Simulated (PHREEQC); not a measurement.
A solution holds 16 mmol/kgw CuSO4, at 25 °C. Closed to the air; pH follows from the charge balance.

Model: ion-association model, wateq4f.dat, run in PHREEQC.

```json
{
 "pH": "4.81",
 "ionic_strength": "0.0421 mol/kgw"
}
```

| species | molality | activity | log γ |
|---|---|---|---|
| SO4-2 | 0.0105 | 0.00510 | -0.315 |
| Cu+2 | 0.0105 | 0.00529 | -0.298 |
| CuSO4 | 0.00546 | 0.00551 | 0.004 |
| H+ | 1.78e-5 | 1.53e-5 | -0.065 |
| Cu2(OH)2+2 | 1.09e-5 | 5.21e-6 | -0.322 |
| HSO4- | 9.15e-6 | 7.60e-6 | -0.080 |
| CuOH+ | 4.17e-6 | 3.45e-6 | -0.082 |
| Cu(OH)2 | 4.65e-7 | 4.70e-7 | 0.004 |

Precipitation was switched off in this run. Examples of supersaturated solids here: Antlerite, Brochantite. Others may be too.
